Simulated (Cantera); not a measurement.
Input: 1 mol HMDSO, 0.88 mol NO, 24 mol N2, at 1.00 bar.

Method: chemical equilibrium by Gibbs-energy minimisation in Cantera with the NASA 1993 tables (ideal gas, pure condensed phases). Candidate condensed phases: C, C6H6, C7H8, C8H18, H2O, Si, SiC, SiO2, Si2N2O, Si3N4; 151 gas species. The feed counts by its element totals alone. Equilibrium is a limit: real reactors are often held back by kinetics, nucleation or transport.

### Question
At 750 K, list the 4 most abundant gas species with their mole fractions, and the condensed phases.

### Answer
N2 0.777, H2 0.150, CH4 0.0721, NH3 0.000262. Condensed: C(graphite) + SiO2(α-quartz) + Si2N2O(s).
